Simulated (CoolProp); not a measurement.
A single-stage vapour-compression cycle with ammonia: evaporating at 205.15 K (dew point), condensing at 261.15 K (bubble point), superheat 2 K, subcooling 0 K, compressor efficiency 0.8, no pressure losses. Each further row changes one setting.

Values from CoolProp's reference Helmholtz-energy equation of state, Gao 2020.

```csv
case,cooling COP,pressure ratio,discharge temperature (K),refrigerating effect (kJ/kg),volumetric capacity (kJ/m³)
as stated,2.17,21.3,467.7,1220,153
evaporating temperature 210.15 K,2.52,15.0,[?],1230,214
condensing temperature 256.15 K,2.43,17.2,[?],1240,156
subcooling 5 K,2.21,21.3,467.7,1240,156
superheat 12 K,2.11,21.3,[?],1240,[?]
compressor efficiency 0.7,1.90,21.3,500.5,1220,153
```

### Question
Complete the blanks.

### Answer

- evaporating temperature 210.15 K, discharge temperature (K): 439.7
- condensing temperature 256.15 K, discharge temperature (K): 445.4
- superheat 12 K, discharge temperature (K): 486.8
- superheat 12 K, volumetric capacity (kJ/m³): 148
